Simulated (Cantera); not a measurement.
Feed: 1 mol Cu2O, 310 mol H2, 27 mol N2, at 1252 °C and 133 Pa.

Method: chemical equilibrium by Gibbs-energy minimisation in Cantera with the NASA 1993 tables (ideal gas, pure condensed phases). Candidate condensed phases: Cu, CuO, Cu(OH)2, Cu2O, H2O; 27 gas species. Kinetics and transport are ignored.

Base state: H2 0.911, N2 0.0796, Cu 0.00589, H2O 0.00295, H 0.000618 (mole fractions); condensed: gas only.

### Question
What changes in the equilibrium state with this change: temperature from 1252 °C to 1527 °C?

### Answer
| species | before | after |
|---|---|---|
| H2 | 0.911 | 0.903 |
| N2 | 0.0796 | 0.0793 |
| H | 0.000618 | 0.00932 |
| Cu | 0.00589 | 0.00587 |
| H2O | 0.00295 | 0.00293 |
